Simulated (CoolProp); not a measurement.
Vapour-liquid equilibrium of R22 (1) + n-pentane (2) at -13.55 °C; x and y are mole fractions of (1).

The numbers come from the multi-fluid Helmholtz-energy mixture model, Kamei 1995 and Thol 2019; pair parameters Bell 2016 in CoolProp.

```csv
x,"bubble pressure, mixture model (MPa)","bubble pressure, Raoult's law (MPa)","y, mixture model","y, Raoult's law"
0.05,0.04545,0.02769,(withheld),0.564
0.125,0.08939,0.05016,0.869,0.778
0.2,(withheld),0.07263,0.912,0.860
0.275,(withheld),0.09511,(withheld),0.903
0.35,0.1808,0.1176,0.945,0.930
0.425,0.2000,0.1401,0.953,0.948
0.5,0.2156,0.1625,(withheld),0.961
0.575,0.2289,0.1850,0.963,0.971
0.65,(withheld),0.2075,0.968,0.979
0.725,(withheld),0.2300,0.972,0.985
0.8,0.2663,0.2524,0.978,0.990
0.875,0.2813,0.2749,0.984,0.994
0.95,0.2988,0.2974,0.993,0.998
```

Question: Some entries are withheld; supply them.

Answer: 
- 0.05, y, mixture model: 0.729
- 0.2, bubble pressure, mixture model (MPa): 0.1264
- 0.275, bubble pressure, mixture model (MPa): 0.1566
- 0.275, y, mixture model: 0.933
- 0.5, y, mixture model: 0.959
- 0.65, bubble pressure, mixture model (MPa): 0.2411
- 0.725, bubble pressure, mixture model (MPa): 0.2532

The largest gap from Raoult's law is +78.2 % in bubble pressure, at x = 0.125. No azeotrope shows between x = 0.05 and 0.95.

Pair parameters are fitted to limited data, so mixtures are less certain than the pure fluids. With so large a gap from Raoult's law the liquid may split in two, which this calculation doesn't test in full.
